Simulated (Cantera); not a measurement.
A closed system holds: 1 mol Si, 0.52 mol H2, equilibrated at 0.100 bar.

These are equilibrium values from Cantera (NASA tables, ideal gas, pure condensed phases), not measurements of a reactor. Candidate condensed phases: Si; 9 gas species. Gases not in the tables: Si2H6 and higher silanes. Rates play no part.

x: gas mole fraction; n: condensed amount in mol.

```csv
T (K),x H2,x H,x SiH2,x Si,x SiH,n Si(s),n Si(l)
823,1.00,2.32e-11,<1e-12,<1e-12,<1e-12,1.00,0
898,1.00,3.46e-10,3.45e-12,<1e-12,<1e-12,1.00,0
973,1.00,3.42e-9,4.19e-11,<1e-12,<1e-12,1.00,0
1048,1.00,2.44e-8,3.55e-10,<1e-12,<1e-12,1.00,0
1123,1.00,1.35e-7,2.26e-9,<1e-12,[?],1.00,0
1198,1.000,6.01e-7,1.14e-8,1.29e-11,[?],1.00,0
1273,1.000,2.26e-6,4.76e-8,1.80e-10,[?],1.00,0
1348,1.000,7.32e-6,1.69e-7,1.88e-9,[?],1.00,0
1423,1.000,2.10e-5,5.26e-7,1.53e-8,[?],1.00,0
1498,1.000,5.43e-5,1.46e-6,1.00e-7,[?],1.000,0
1573,1.000,0.000129,3.67e-6,5.50e-7,[?],1.000,0
1648,1.000,0.000282,8.47e-6,2.58e-6,[?],1.000,0
1723,0.999,0.000576,1.70e-5,9.83e-6,[?],0,1.000
```

### Question
What belongs in the gaps?

### Answer

- 1123, x SiH: 5.17e-12
- 1198, x SiH: 6.19e-11
- 1273, x SiH: 5.51e-10
- 1348, x SiH: 3.83e-9
- 1423, x SiH: 2.17e-8
- 1498, x SiH: 1.03e-7
- 1573, x SiH: 4.19e-7
- 1648, x SiH: 1.50e-6
- 1723, x SiH: 4.47e-6
